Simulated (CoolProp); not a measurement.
Ethylene along the isobar 2.36 MPa: density (kg/m³) from the reference equation and from simpler models built on Tc = 9.2 °C, pc = 5.042 MPa, ω = 0.087; each cubic takes its own stable root.

Model: reference Helmholtz-energy equation of state, Smukala 2000, in CoolProp.

```tsv
T (°C)	phase	reference
-64.95	liquid	510.9
-40.75	liquid	465.6
-16.55	gas	42.48
7.65	gas	34.77
31.75	gas	30.21
55.95	gas	26.97
80.15	gas	24.49
104.35	gas	22.51
128.45	gas	20.87
152.65	gas	19.48
176.85	gas	18.28
```

Task: How far does each simpler model (van der Waals, Peng-Robinson) lie from the reference over these 11 states: mean and median of the absolute difference, and the worst?

Result: 
- van der Waals: mean 7.6 %, median 0.9 %, worst -35.0 % at -40.75 °C and 2.36 MPa
- Peng-Robinson: mean 2.3 %, median 1.6 %, worst +7.8 % at -64.95 °C and 2.36 MPa
